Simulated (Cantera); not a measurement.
A closed system holds: 1 mol Si, 0.018 mol N2O, 1.2 mol H2, held at 1350 K and 75.0 Torr.

Cantera equilibrium calculation (NASA polynomials, part measured and part estimated; ideal gas, pure solids and liquids). Candidate condensed phases: H2O, Si, SiO2, Si2N2O, Si3N4; 35 gas species. Mutual solubility and eutectic melting of coexisting phases are not modelled. The numbers say what is thermodynamically allowed, not how fast it happens.

Base state: H2 1.000 (mole fractions); condensed: Si(s) + Si2N2O(s).

Q: What changes in the equilibrium state with this change: temperature from 1350 K to 1873 K?

A: 
| species | before | after |
|---|---|---|
| H2 | 1.000 | 0.969 |
| SiO | 1.63e-6 | 0.0145 |
| N2 | 1.62e-6 | 0.0145 |
| Si | 1.99e-9 | 8.82e-5 |
| SiH | 4.02e-9 | 2.56e-5 |
| SiH2 | 1.75e-7 | 4.75e-5 |
| H | 7.54e-6 | 0.00201 |
| Si(s), mol | 0.964 | 0 |
| Si2N2O(s), mol | 0.0180 | 0 |
| Si(l), mol | 0 | 0.982 |
Gases not in the tables: Si2H6 and higher silanes.
